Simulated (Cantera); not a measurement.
What does this Cantera script print?

```python
import numpy as np
import cantera as ct

gas_names = [...]  # 110 gases of nasa_gas.yaml made of C, H, O
cond_names = """
    C(gr) C6H6(L) C7H8(L) C8H18(L),n-octa H2O(s) H2O(L)
""".split()


# ... load() reads the species with a 1 bar reference pressure and builds the phases ...
atoms = {
    'acetone': {'C': 3, 'H': 6, 'O': 1},
    'O2': {'O': 2},
}
top_T = {'C(gr)': 4500}  # K; cautious upper limits of use, not melting points


# ... equilibrate(T, P, feed) seeds the gas with the atoms and calls Mixture.equilibrate('TP', solver="vcs", rtol=1e-11, max_steps=5000) ...
results = []
feed = {'acetone': 1, 'O2': 0.044}  # mol
P = 101325  # Pa
for T in [898, 1098, 1298, 1498, 1698, 1898, 2098, 2298, 2498, 2698]:
    mix = equilibrate(T, P, feed)
    results.append((T, P, feed, dict(zip(mix.species_names, mix.species_moles))))

top = {s: max(r[3][s] / sum(r[3][g] for g in gas_names) for r in results) for s in gas_names}
cols = sorted((s for s in top if top[s] > 1e-06), key=lambda s: -top[s])[:5]
seen = [c for c in cond_names if any(r[3].get(c, 0) > 1e-12 for r in results)]
print("log10 of partial pressures in bar; condensed amounts in mol")
print(f"{'T/K':>10s}" + "".join(f"{s[:9]:>10s}" for s in cols + seen))
for T, P, feed, n in results:
    ng = sum(n[g] for g in gas_names)
    print(f"{T:10.4g}" + "".join(f"{np.log10(max(n[s] / ng * P / 1e5, 1e-99)):10.3f}" for s in cols)
          + "".join(f"{n.get(c, 0):10.4g}" for c in seen))
```

Output:

```
log10 of partial pressures in bar; condensed amounts in mol
       T/K        H2        CO       H2O       CH4       CO2     C(gr)
       898    -0.222    -1.014    -0.833    -0.939    -1.258     2.179
      1098    -0.143    -0.598    -1.778    -1.723    -2.235     1.926
      1298    -0.132    -0.571    -2.734    -2.363    -3.417     1.904
      1498    -0.130    -0.569    -3.458    -2.845    -4.309     1.908
      1698    -0.129    -0.569    -4.010    -3.216    -4.982      1.91
      1898    -0.129    -0.569    -4.443    -3.507    -5.507     1.909
      2098    -0.131    -0.570    -4.793    -3.741    -5.925     1.903
      2298    -0.135    -0.571    -5.082    -3.937    -6.266     1.886
      2498    -0.144    -0.574    -5.330    -4.111    -6.551     1.848
      2698    -0.163    -0.579    -5.553    -4.278    -6.797     1.775
```

Method: chemical equilibrium by Gibbs-energy minimisation in Cantera with the NASA 1993 tables (ideal gas, pure condensed phases). The feed counts by its element totals alone.
